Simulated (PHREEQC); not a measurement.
Dissolve 0.342 mol/kgw NiSO4, 0.00033 mol/kgw CaCl2 and 0.36 mol/kgw H2SO4 at 25 °C. Closed to the air; pH follows from the charge balance.

The numbers come from PHREEQC with the ion-association model, wateq4f.dat.

Precipitation was switched off in this run.

Question: Order these S species by the share of S that they hold, largest first: HSO4-, Ni(SO4)2-2, SO4-2, NiSO4.

Answer: HSO4- (64 %), NiSO4 (22 %), SO4-2 (13 %), Ni(SO4)2-2 (0.12 %)

The pH is 0.70 and the ionic strength 0.915 mol/kgw. The ionic strength is past about 0.7 mol/kgw, beyond the range of this activity model, so the values are rough.
